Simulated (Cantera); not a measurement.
Charge: 1 mol SiHCl₃, 82 mol H₂, 0.19 mol HCl, held at 1373.15 K and 10.0 mbar.

These are equilibrium values from Cantera (NASA tables, ideal gas, pure condensed phases), not measurements of a reactor. Candidate condensed phases: Si; 19 gas species. The tables' values for SiCl₃ are old estimates; treat these amounts as uncertain. Rates play no part.

Base state: H₂ 0.965, HCl 0.0317, SiCl₂ 0.00299, SiCl₃ 5.88e-5, H 3.28e-5, SiHCl₃ 1.03e-5 (mole fractions); condensed: Si(s).

Question: What changes in the equilibrium state with this change: H₂ from 82 to 550 mol?

Answer: 
| species | before | after |
|---|---|---|
| H₂ | 0.965 | 0.994 |
| HCl | 0.0317 | 0.00559 |
| SiCl₂ | 0.00299 | 9.06e-5 |
| SiCl₃ | 5.88e-5 | 3.10e-7 |
| SiHCl₃ | 1.03e-5 | 5.51e-8 |
| H | 3.28e-5 | 3.33e-5 |
| Si(s), mol | 0.742 | 0.950 |
